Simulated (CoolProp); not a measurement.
Vapour-liquid equilibrium of C2F6 (R116) (1) + R22 (2) at 0.696 MPa; x and y are mole fractions of (1).

Values from CoolProp's multi-fluid Helmholtz-energy mixture model, Lemmon 2006 and Kamei 1995; pair parameters Bell 2016.

| x | bubble temperature (°C) | y at the bubble point | dew temperature at overall composition x (°C) | liquid density (mol/L) |
|---|---|---|---|---|
| 0.05 | -1.6 | 0.320 | 9.0 | 14.44 |
| 0.15 | -15.9 | 0.600 | 5.3 | 14.16 |
| 0.25 | -22.2 | ___ | 1.3 | 13.63 |
| 0.35 | -25.2 | 0.742 | ___ | 13.02 |
| 0.45 | -26.9 | 0.770 | -7.7 | 12.42 |
| 0.55 | ___ | 0.794 | -13.0 | 11.86 |
| 0.65 | -29.5 | ___ | -19.0 | 11.35 |
| 0.75 | -30.6 | 0.853 | ___ | 10.89 |
| 0.85 | ___ | 0.897 | -30.5 | 10.49 |
| 0.95 | ___ | 0.959 | -32.4 | 10.14 |

Problem. Complete the blanks.

Solution. 
- 0.25, y at the bubble point: 0.698
- 0.35, dew temperature at overall composition x (°C): -2.9
- 0.55, bubble temperature (°C): -28.3
- 0.65, y at the bubble point: 0.820
- 0.75, dew temperature at overall composition x (°C): -25.7
- 0.85, bubble temperature (°C): -31.7
- 0.95, bubble temperature (°C): -32.5

No azeotrope shows between x = 0.05 and 0.95.

Pair parameters are fitted to limited data, so mixtures are less certain than the pure fluids. With so large a gap from Raoult's law the liquid may split in two, which this calculation doesn't test in full.
